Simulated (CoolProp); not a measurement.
Vapour-liquid equilibrium of carbon dioxide (1) + R22 (2) at 266 K; x and y are mole fractions of (1).

The numbers come from the multi-fluid Helmholtz-energy mixture model, Span 1996 and Kamei 1995; pair parameters Bell 2016 in CoolProp.

```
x     bubble pressure (kPa)  y at the bubble point  dew pressure at overall composition x (kPa)  liquid density (mol/L)
----  ---------------------  ---------------------  -------------------------------------------  ----------------------
0.05                  478.7                  0.206                                        410.0                   15.38
0.2                   773.0                  0.562                                        475.7                   16.27
0.35                   1108                  0.737                                        565.9                   17.23
0.5                    1472                      ?                                        698.1                   18.25
0.65                      ?                      ?                                        910.9                       ?
0.8                       ?                  0.950                                         1310                   20.47
0.95                      ?                      ?                                         2270                   21.62
```

Problem. Fill in the missing entries.

Solution. 
- 0.5, y at the bubble point: 0.838
- 0.65, bubble pressure (kPa): 1859
- 0.65, y at the bubble point: 0.903
- 0.65, liquid density (mol/L): 19.34
- 0.8, bubble pressure (kPa): 2268
- 0.95, bubble pressure (kPa): 2711
- 0.95, y at the bubble point: 0.988

No azeotrope shows between x = 0.05 and 0.95.

Pair parameters are fitted to limited data, so mixtures are less certain than the pure fluids.
